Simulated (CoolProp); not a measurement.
Octamethyltrisiloxane (MDM) along the isotherm 139.65 °C: density (kg/m³) from the reference equation and from simpler models built on Tc = 292.2 °C, pc = 1.438 MPa, ω = 0.528; each cubic takes its own stable root.

Computed with CoolProp (reference Helmholtz-energy equation of state, Thol 2017).

```tsv
p (MPa)	phase	reference	van der Waals	Soave-Redlich-Kwong
0.479	liquid	?	403.6	633.0
0.958	liquid	694.4	410.4	?
1.44	liquid	696.2	416.3	638.9
1.92	liquid	698.0	421.4	641.6
2.4	liquid	?	426.0	644.3
2.88	liquid	701.4	430.2	646.8
3.35	liquid	702.9	433.9	?
3.83	liquid	704.5	437.5	651.6
4.31	liquid	706.1	440.7	653.9
4.79	liquid	707.6	443.7	656.1
5.27	liquid	709.0	446.6	?
5.75	liquid	710.5	449.2	660.3
6.23	liquid	711.9	451.7	662.3
6.71	liquid	?	454.1	664.2
7.19	liquid	714.7	456.4	666.1
```

### Question
Complete the blanks.

### Answer

- 0.479, reference: 692.6
- 0.958, Soave-Redlich-Kwong: 636.0
- 2.4, reference: 699.7
- 3.35, Soave-Redlich-Kwong: 649.2
- 5.27, Soave-Redlich-Kwong: 658.2
- 6.71, reference: 713.3
